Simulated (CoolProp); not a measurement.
Toluene along the isobar 1.57 MPa: fugacity coefficient from the reference equation and from simpler models built on Tc = 318.6 °C, pc = 4.126 MPa, ω = 0.266; each cubic takes its own stable root.

Values from CoolProp's reference Helmholtz-energy equation of state, Lemmon 2006. It is a short technical equation, of lower accuracy than the large ones.

```json
[
 {"T (°C)": "119.05", "phase": "liquid", "reference": "0.08207", "van der Waals": "0.3713", "Redlich-Kwong": "0.1421", "Soave-Redlich-Kwong": "0.08273", "Peng-Robinson": "0.08235"},
 {"T (°C)": "126.35", "phase": "liquid", "reference": "0.09874", "van der Waals": "0.4043", "Redlich-Kwong": "0.1661", "Soave-Redlich-Kwong": "0.09983", "Peng-Robinson": "0.09910"},
 {"T (°C)": "133.75", "phase": "liquid", "reference": "0.1181", "van der Waals": "0.4394", "Redlich-Kwong": "0.1930", "Soave-Redlich-Kwong": "0.1197", "Peng-Robinson": "(withheld)"},
 {"T (°C)": "141.05", "phase": "liquid", "reference": "0.1397", "van der Waals": "0.4753", "Redlich-Kwong": "0.2223", "Soave-Redlich-Kwong": "0.1420", "Peng-Robinson": "0.1403"},
 {"T (°C)": "148.35", "phase": "liquid", "reference": "0.1640", "van der Waals": "0.5126", "Redlich-Kwong": "0.2542", "Soave-Redlich-Kwong": "0.1671", "Peng-Robinson": "(withheld)"},
 {"T (°C)": "155.75", "phase": "liquid", "reference": "0.1915", "van der Waals": "0.5518", "Redlich-Kwong": "0.2893", "Soave-Redlich-Kwong": "0.1957", "Peng-Robinson": "0.1926"},
 {"T (°C)": "163.05", "phase": "liquid", "reference": "(withheld)", "van der Waals": "0.5916", "Redlich-Kwong": "0.3267", "Soave-Redlich-Kwong": "0.2270", "Peng-Robinson": "0.2231"},
 {"T (°C)": "170.45", "phase": "liquid", "reference": "0.2553", "van der Waals": "0.6332", "Redlich-Kwong": "0.3674", "Soave-Redlich-Kwong": "0.2621", "Peng-Robinson": "0.2572"},
 {"T (°C)": "177.75", "phase": "liquid", "reference": "0.2918", "van der Waals": "0.6754", "Redlich-Kwong": "0.4103", "Soave-Redlich-Kwong": "0.3001", "Peng-Robinson": "0.2942"},
 {"T (°C)": "185.05", "phase": "liquid", "reference": "0.3314", "van der Waals": "0.7185", "Redlich-Kwong": "0.4558", "Soave-Redlich-Kwong": "0.3416", "Peng-Robinson": "0.3344"},
 {"T (°C)": "192.45", "phase": "liquid", "reference": "0.3750", "van der Waals": "0.7632", "Redlich-Kwong": "0.5045", "Soave-Redlich-Kwong": "0.3871", "Peng-Robinson": "(withheld)"},
 {"T (°C)": "199.75", "phase": "liquid", "reference": "0.4213", "van der Waals": "0.8067", "Redlich-Kwong": "0.5551", "Soave-Redlich-Kwong": "0.4356", "Peng-Robinson": "0.4258"}
]
```

**Question.** Some entries are withheld; supply them.

**Answer.** 
- 133.75, Peng-Robinson: 0.1185
- 148.35, Peng-Robinson: 0.1648
- 163.05, reference: 0.2216
- 192.45, Peng-Robinson: 0.3787

At some of these states van der Waals gives the other phase, because its saturation line lies elsewhere.
